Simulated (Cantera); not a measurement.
Input (Python, Cantera) and output of one run.

```python
import numpy as np
import cantera as ct

gas_names = """
    H HO2 H2 H2O H2O2 O OH O2 O3 Si SiH SiH2 SiH3 SiH4 SiO SiO2 Si2 Si3
""".split()
cond_names = """
    H2O(s) H2O(L) Si(cr) Si(L) SiO2(Lqz) SiO2(hqz) SiO2(L)
""".split()


# ... load() reads the species with a 1 bar reference pressure and builds the phases ...
atoms = {
    'Si2H6': {'Si': 2, 'H': 6},
    'O2': {'O': 2},
    'H2': {'H': 2},
}
top_T = {}  # K; cautious upper limits of use, not melting points


# ... equilibrate(T, P, feed) seeds the gas with the atoms and calls Mixture.equilibrate('TP', solver="vcs", rtol=1e-11, max_steps=5000) ...
results = []
feed = {'Si2H6': 1, 'O2': 0.052, 'H2': 0.81}  # mol
P = 13332.2  # Pa
for T in [973, 1073, 1173, 1273, 1373, 1473, 1573, 1673, 1773, 1873, 1973, 2073]:
    mix = equilibrate(T, P, feed)
    results.append((T, P, feed, dict(zip(mix.species_names, mix.species_moles))))

top = {s: max(r[3][s] / sum(r[3][g] for g in gas_names) for r in results) for s in gas_names}
cols = sorted((s for s in top if top[s] > 0.0001), key=lambda s: -top[s])[:7]
seen = [c for c in cond_names if any(r[3].get(c, 0) > 1e-12 for r in results)]
print("log10 of partial pressures in bar; condensed amounts in mol")
print(f"{'T/K':>10s}" + "".join(f"{s[:9]:>10s}" for s in cols + seen))
for T, P, feed, n in results:
    ng = sum(n[g] for g in gas_names)
    print(f"{T:10.4g}" + "".join(f"{np.log10(max(n[s] / ng * P / 1e5, 1e-99)):10.3f}" for s in cols)
          + "".join(f"{n.get(c, 0):10.4g}" for c in seen))
```

Output:

```
log10 of partial pressures in bar; condensed amounts in mol
       T/K        H2       SiO         H        Si       SiH      SiH2    Si(cr)     Si(L) SiO2(hqz)
       973    -0.875    -9.787    -9.404   -16.400   -14.885   -11.253     1.948         0     0.052
      1073    -0.875    -8.051    -8.291   -14.161   -13.027   -10.045     1.948         0     0.052
      1173    -0.875    -6.616    -7.366   -12.305   -11.490    -9.042     1.948         0     0.052
      1273    -0.875    -5.411    -6.584   -10.744   -10.197    -8.197     1.948         0   0.05194
      1373    -0.875    -4.386    -5.915    -9.411    -9.094    -7.476     1.947         0   0.05141
      1473    -0.876    -3.503    -5.336    -8.262    -8.144    -6.854     1.944         0    0.0475
      1573    -0.881    -2.736    -4.831    -7.260    -7.319    -6.317     1.921         0   0.02537
      1673    -0.887    -2.451    -4.387    -6.379    -6.595    -5.845     1.896         0         0
      1773    -0.887    -2.451    -3.990    -5.672    -6.024    -5.495         0     1.896         0
      1873    -0.888    -2.451    -3.634    -5.055    -5.529    -5.197         0     1.895         0
      1973    -0.889    -2.452    -3.314    -4.501    -5.086    -4.930         0     1.894         0
      2073    -0.890    -2.453    -3.025    -4.001    -4.687    -4.690         0     1.892         0
```

Method: chemical equilibrium by Gibbs-energy minimisation in Cantera with the NASA 1993 tables (ideal gas, pure condensed phases). The feed counts by its element totals alone. Mutual solubility and eutectic melting of coexisting phases are not modelled. The tables hold silica as quartz up to 1696 K and as liquid above; real silica turns to tridymite and cristobalite and melts near 1996 K. Gases not in the tables: Si2H6 and higher silanes.
